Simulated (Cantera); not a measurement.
Equilibrium for chlorosilane synthesis and conversion: SiCl4 + HCl + H2

Charge: 1 mol SiCl4, 1.6 mol HCl, 7.4 mol H2, at 1.00 bar.

These are equilibrium values from Cantera (NASA tables, ideal gas, pure condensed phases), not measurements of a reactor. Candidate condensed phases: Si; 19 gas species. The tables' values for SiCl3 are old estimates; treat these amounts as uncertain. The numbers say what is thermodynamically allowed, not how fast it happens.

```tsv
T (K)	log p H2	log p HCl	log p SiCl4	log p SiHCl3
723	-0.13	-0.80	-1.00	-3.86
798	-0.13	-0.79	-1.00	-3.39
873	-0.13	-0.79	-1.00	-3.01
948	-0.13	-0.79	-1.01	-2.70
1023	-0.13	-0.79	-1.02	-2.44
1098	-0.13	-0.78	-1.03	-2.22
1173	-0.14	-0.77	-1.05	-2.05
```
log p: log10 of the partial pressure in bar; nothing condenses.

From 723 K to 1173 K nothing is condensed. The main Si-bearing gas is SiCl4 throughout.
